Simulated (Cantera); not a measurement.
Input: 1 mol Fe3O4, a varied amount of C, 0.038 mol CO, at 1025 K and 1 atm.

These are equilibrium values from Cantera (NASA tables, ideal gas, pure condensed phases), not measurements of a reactor. Candidate condensed phases: C, Fe, Fe(CO)5, FeO, Fe2O3, Fe3O4; 15 gas species. Mutual solubility and eutectic melting of coexisting phases are not modelled. The tables' stoichiometric FeO is somewhat more stable than real wüstite, so its field is too wide. FeO: taken at fixed stoichiometry. Rates play no part.

**Question.** Which condensed phases are stable at each of these points (n(C) (mol)): 0.46, 0.55, 0.66, 0.78, 0.93, 1.1, 1.3, 1.6, 1.9?

**Answer.** 
```tsv
n(C) (mol)	condensed phases	Fe condensed (%)
0.46	FeO(s) + Fe3O4(s)	100.0
0.55	FeO(s)	100.0
0.66	FeO(s)	100.0
0.78	FeO(s)	100.0
0.93	C(graphite) + FeO(s)	100.0
1.1	C(graphite) + FeO(s)	100.0
1.3	C(graphite) + FeO(s)	100.0
1.6	C(graphite) + FeO(s)	100.0
1.9	C(graphite) + FeO(s)	100.0
```

At 0.46 mol C the condensed part is FeO(s) + Fe3O4(s). From 0.55 mol C to 0.78 mol C the condensed part is FeO(s). From 0.93 mol C to 1.9 mol C the condensed part is C(graphite) + FeO(s).
